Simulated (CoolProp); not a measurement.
Values from CoolProp's reference Helmholtz-energy equation of state, Akasaka 2019.

**Question.** Give the vapour pressure (MPa), liquid density (kg/m³), liquid cp (kJ/(kg K)), vapour Z of saturated R1234ze(Z) at 344.3 K.

**Answer.** 
```tsv
T (K)	p (MPa)	liquid density (kg/m³)	liquid cp (kJ/(kg K))	vapour Z
344.3	0.691	1090	1.44	0.820
```
